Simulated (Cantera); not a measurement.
Standard-state values (1 bar) from the NASA 1993 polynomials, evaluated with Cantera. Values are per mole of reaction as written; species without (g) are pure solids or liquids, kept so even where they would boil at 1 bar.

O₃(g) + 2 BF₃(g) → B₂O₃(g) + 6 F(g)

| T (K) | ΔH° (kJ) | ΔS° (J/K) | ΔG° (kJ) | log10 K |
|---|---|---|---|---|
| 1973 | 1801.6 | 540.5 | 735.3 | -19.47 |
| 2023 | … | … | … | … |
| 2073 | 1801.4 | 540.4 | 681.2 | -17.17 |
| 2123 | … | … | … | … |
| 2173 | … | … | … | … |
| 2223 | … | … | … | … |

### Question
What belongs in the gaps?

### Answer

- 2023, ΔH° (kJ): 1801.5
- 2023, ΔS° (J/K): 540.4
- 2023, ΔG° (kJ): 708.3
- 2023, log10 K: -18.29
- 2123, ΔH° (kJ): 1801.2
- 2123, ΔS° (J/K): 540.3
- 2123, ΔG° (kJ): 654.2
- 2123, log10 K: -16.10
- 2173, ΔH° (kJ): 1801.0
- 2173, ΔS° (J/K): 540.2
- 2173, ΔG° (kJ): 627.2
- 2173, log10 K: -15.08
- 2223, ΔH° (kJ): 1800.7
- 2223, ΔS° (J/K): 540.0
- 2223, ΔG° (kJ): 600.2
- 2223, log10 K: -14.10
